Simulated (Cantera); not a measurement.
A Cantera script and what it prints.

```python
import numpy as np
import cantera as ct

gas_names = """
    CL CL2 H HCL H2 N NH NH2 NH3 N2 N2H2 N2H4 Si SiCL SiCL2 SiCL3 SiCL4 SiH SiHCL3 SiH2 SiH2CL2 SiH3
    SiH3CL SiH4 SiN Si2 Si2N Si3
""".split()
cond_names = """
    NH4CL(a) NH4CL(b) Si(cr) Si(L) Si3N4(a)
""".split()


def load(file, names, dense=False):
    # The tables refer to 1 bar. Condensed volumes are neglected.
    table = {s.name: s for s in ct.Species.list_from_file(file)}
    out = []
    for n in names:
        d = dict(table[n].input_data)
        d["thermo"] = dict(d["thermo"], **{"reference-pressure": 1e5})
        if dense:
            d["equation-of-state"] = {"model": "constant-volume", "density": "1e6 g/cm^3"}
        out.append(ct.Species.from_dict(d))
    return out


gas = ct.Solution(thermo="ideal-gas", species=load("nasa_gas.yaml", gas_names))
cond = {s.name: ct.Solution(thermo="fixed-stoichiometry", species=[s], name=s.name)
        for s in load("nasa_condensed.yaml", cond_names, dense=True)}
atoms = {
    'Si3H8': {'Si': 3, 'H': 8},
    'HCl': {'H': 1, 'CL': 1},
    'N2': {'N': 2},
}
top_T = {'Si3N4(a)': 2400}  # K; cautious upper limits of use, not melting points


def equilibrate(T, P, feed):
    n = {}
    for name, mol in feed.items():
        for a, k in atoms[name].items():
            n[a] = n.get(a, 0.0) + k * mol
    gas.TPX = T, P, n
    mass = sum(n.values()) * gas.mean_molecular_weight
    gas.equilibrate("TP")
    valid = [c for c in cond.values() if c.min_temp <= T <= top_T.get(c.name, c.max_temp)]
    mix = ct.Mixture([(gas, mass / gas.mean_molecular_weight)] + [(c, 0.0) for c in valid])
    mix.T, mix.P = T, P
    mix.equilibrate("TP", solver="vcs", rtol=1e-11, max_steps=5000)
    return mix


results = []
feed = {'Si3H8': 1, 'HCl': 1.5, 'N2': 4.1}  # mol
P = 1333.22  # Pa
for T in [850, 900, 950, 1000, 1050, 1100, 1150, 1200, 1250, 1300, 1350]:
    mix = equilibrate(T, P, feed)
    results.append((T, P, feed, dict(zip(mix.species_names, mix.species_moles))))

top = {s: max(r[3][s] / sum(r[3][g] for g in gas_names) for r in results) for s in gas_names}
cols = sorted((s for s in top if top[s] > 1e-05), key=lambda s: -top[s])[:5]
seen = [c for c in cond_names if any(r[3].get(c, 0) > 1e-12 for r in results)]
print("log10 of partial pressures in bar; condensed amounts in mol")
print(f"{'T/K':>10s}" + "".join(f"{s[:9]:>10s}" for s in cols + seen))
for T, P, feed, n in results:
    ng = sum(n[g] for g in gas_names)
    print(f"{T:10.4g}" + "".join(f"{np.log10(max(n[s] / ng * P / 1e5, 1e-99)):10.3f}" for s in cols)
          + "".join(f"{n.get(c, 0):10.4g}" for c in seen))
```

Output:

```
log10 of partial pressures in bar; condensed amounts in mol
       T/K        H2        N2       HCL     SiCL4     SiCL2  Si3N4(a)
       850    -2.151    -2.432    -2.594    -4.662   -10.827    0.9958
       900    -2.152    -2.432    -2.591    -4.766    -9.912    0.9967
       950    -2.152    -2.432    -2.589    -4.860    -9.095    0.9973
      1000    -2.152    -2.433    -2.587    -4.945    -8.362    0.9978
      1050    -2.153    -2.433    -2.586    -5.022    -7.699    0.9981
      1100    -2.153    -2.433    -2.585    -5.092    -7.099    0.9983
      1150    -2.153    -2.433    -2.585    -5.157    -6.551    0.9985
      1200    -2.153    -2.433    -2.585    -5.217    -6.052    0.9984
      1250    -2.153    -2.433    -2.585    -5.274    -5.594    0.9981
      1300    -2.153    -2.433    -2.587    -5.332    -5.175    0.9973
      1350    -2.152    -2.432    -2.590    -5.395    -4.793    0.9954
```

These are equilibrium values from Cantera (NASA tables, ideal gas, pure condensed phases), not measurements of a reactor. The feed counts by its element totals alone. N2 is the only nitrogen source here; it is nearly inert below about 1500 K, so the nitride shown seldom forms there in practice. The tables' values for SiCl3 are old estimates; treat these amounts as uncertain.
